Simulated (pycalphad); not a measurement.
CALPHAD calculation (pycalphad, COST 507 light-alloy database (1999)), 1 atm. The data set is of 1999 and partly superseded. Amounts are mole fractions of atoms. Kinetics are ignored, which matters at the lower temperatures.

Question: Give the equilibrium state of Cu-55.65Si (at.%) at 590 K.

Answer: 
```
T = 590.00 K, P = 101325 Pa, N = 1 mol of atoms
G = -18573 J/mol, H = 8367 J/mol, S = 45.66 J/(mol K)  (SER reference)
chemical potentials (J/mol): Cu -24933, Si -13505
phase             fraction      x(Cu)      x(Si)
CU19SI6_ETA         0.5836     0.7600     0.2400
DIAMOND_A4          0.4164       none     1.0000
```

Question: Give the equilibrium state of Cu-55.65Si (at.%) at 1190 K.

Answer: liquid, fraction 0.702, with 36.8 Si at.%; diamond (Si), fraction 0.298, with 100 Si at.%.

Database names, with the compositions (at.%) that they take in these runs: CU19SI6_ETA: Cu 76 Si 24. DIAMOND_A4 is diamond (Si). An entry "none" or "no" means that the model of the phase leaves that element out.
